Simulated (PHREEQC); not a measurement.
A made-up water analysis in mg/L, 25 °C, pH 7.7, pe 8.7:

```
constituent         mg/L
------------------  ----
Na                  43.4
K                    103
Ca                  55.1
Mg                   111
Cl                   402
S(6) as SO4         10.9
Alkalinity as HCO3   307
Br                  2.96
Pb                  6.76
```

Cl is adjusted to close the charge balance.
Valence states are taken as typed.

The numbers come from PHREEQC with the ion-association model, phreeqc.dat.

No solid was allowed to form.

Task: Order these S species by the share of S that they hold, largest first: KSO4-, SO4-2, MgSO4, CaSO4, NaSO4-.

Result: SO4-2 (70 %), MgSO4 (24 %), CaSO4 (5.3 %), KSO4- (0.73 %), NaSO4- (0.38 %)

The pH is 7.70 and the ionic strength 0.0219 mol/kgw. The solution is supersaturated, for example in Cerussite, Pb(OH)2, so a real one may precipitate; this is no full list. Complexes and solids missing from the database can't appear.
